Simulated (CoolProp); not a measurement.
Aqueous methanol as a coolant, 52 % by mass, freezing at -58.0 °C, 1 atm.

Computed with CoolProp (Melinder's fits for secondary coolants).

| T (°C) | conductivity (W/(m K)) | density (kg/m³) | viscosity (mPa s) | cp (kJ/(kg K)) |
|---|---|---|---|---|
| -23.9 | 0.327 | 940.1 | 8.68 | 3.123 |
| -19.1 | 0.328 | 937.1 | 6.94 | 3.184 |
| -14.4 | 0.330 | 934.1 | 5.65 | 3.242 |
| -9.7 | 0.331 | 931.2 | 4.66 | 3.296 |
| -4.9 | 0.332 | 928.1 | 3.87 | 3.349 |
| -0.2 | 0.333 | 925.0 | 3.26 | 3.397 |
| 4.6 | 0.334 | 921.9 | 2.77 | 3.442 |
| 9.3 | 0.335 | 918.8 | 2.38 | 3.481 |
| 14.1 | 0.336 | 915.6 | 2.06 | 3.517 |
| 18.8 | 0.338 | 912.5 | 1.79 | 3.548 |
| 23.5 | 0.339 | 909.3 | 1.58 | 3.573 |
| 28.3 | 0.340 | 906.0 | 1.39 | 3.593 |
| 33 | 0.341 | 902.8 | 1.23 | 3.607 |
| 37.8 | 0.343 | 899.5 | 1.09 | 3.615 |
